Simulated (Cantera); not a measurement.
A closed system holds: 1 mol C2H5OH, 1.1 mol H2, 0.7 mol N2, at 0.000540 bar.

Equilibrium computed with Cantera from the NASA thermochemical tables; the gas is ideal and each condensed phase is pure. Candidate condensed phases: C, C6H6, C7H8, C8H18, H2O; 136 gas species. Rates play no part.

x: gas mole fraction; n: condensed amount in mol.

```json
[
 {"T (°C)": "952", "x H2": "0.707", "x H": "1.13e-5", "x CO": "0.172", "x N2": "0.121", "x HCN": "2.85e-5", "n C(graphite)": "1.000"},
 {"T (°C)": "1052", "x H2": "0.707", "x H": "5.92e-5", "x CO": "0.172", "x N2": "0.121", "x HCN": "7.62e-5", "n C(graphite)": "1.000"},
 {"T (°C)": "1152", "x H2": "0.707", "x H": "0.000247", "x CO": "0.172", "x N2": "0.121", "x HCN": "0.000177", "n C(graphite)": "0.999"},
 {"T (°C)": "1252", "x H2": "0.706", "x H": "0.000855", "x CO": "0.172", "x N2": "0.120", "x HCN": "0.000367", "n C(graphite)": "0.998"},
 {"T (°C)": "1352", "x H2": "0.704", "x H": "___", "x CO": "0.172", "x N2": "0.120", "x HCN": "___", "n C(graphite)": "0.996"},
 {"T (°C)": "1452", "x H2": "0.700", "x H": "0.00669", "x CO": "0.172", "x N2": "0.120", "x HCN": "0.00121", "n C(graphite)": "0.992"},
 {"T (°C)": "1552", "x H2": "0.692", "x H": "0.0158", "x CO": "0.171", "x N2": "0.119", "x HCN": "0.00198", "n C(graphite)": "0.986"},
 {"T (°C)": "1652", "x H2": "0.676", "x H": "___", "x CO": "0.169", "x N2": "0.117", "x HCN": "___", "n C(graphite)": "0.977"},
 {"T (°C)": "1752", "x H2": "0.647", "x H": "0.0666", "x CO": "0.167", "x N2": "0.114", "x HCN": "0.00442", "n C(graphite)": "0.965"},
 {"T (°C)": "1852", "x H2": "0.599", "x H": "0.121", "x CO": "0.162", "x N2": "0.110", "x HCN": "0.00602", "n C(graphite)": "0.947"},
 {"T (°C)": "1952", "x H2": "0.528", "x H": "0.203", "x CO": "0.155", "x N2": "0.104", "x HCN": "0.00766", "n C(graphite)": "0.925"}
]
```

Some entries are withheld; supply them.


- 1352, x H: 0.00255
- 1352, x HCN: 0.000693
- 1652, x H: 0.0338
- 1652, x HCN: 0.00305
